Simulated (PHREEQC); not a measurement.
Consider water at 20 °C with 0.0034 mol Cu(NO3)2 and 0.0013 mol HNO3 per kg of water. Closed to the air; pH follows from the charge balance.

The numbers come from PHREEQC with the ion-association model, phreeqc.dat.

This is a speciation only: nothing precipitates in the calculation.

Q: Estimate the pH, specific conductance.

A: pH 2.93; specific conductance 1140 µS/cm.
